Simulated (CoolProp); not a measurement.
A single-stage vapour-compression cycle with R115: evaporating at 264.15 K (dew point), condensing at 292.15 K (bubble point), superheat 5 K, subcooling 8 K, compressor efficiency 0.75, no pressure losses. Each further row changes one setting.

Model: reference Helmholtz-energy equation of state, Lemmon 2016, in CoolProp.

```csv
case,cooling COP,pressure ratio,discharge temperature (K),refrigerating effect (kJ/kg),volumetric capacity (kJ/m³)
as stated,6.44,2.34,297.3,95.8,2390
evaporating temperature 269.15 K,8.20,[?],297.1,98.6,2890
condensing temperature 287.15 K,8.10,2.04,292.4,101,2520
subcooling 13 K,6.79,2.34,297.3,101,2520
superheat 15 K,[?],2.34,307.2,103,2450
compressor efficiency 0.65,5.58,2.34,[?],95.8,2390
```

Question: What belongs in the gaps?

Answer: 
- evaporating temperature 269.15 K, pressure ratio: 1.98
- superheat 15 K, cooling COP: 6.56
- compressor efficiency 0.65, discharge temperature (K): 300.0
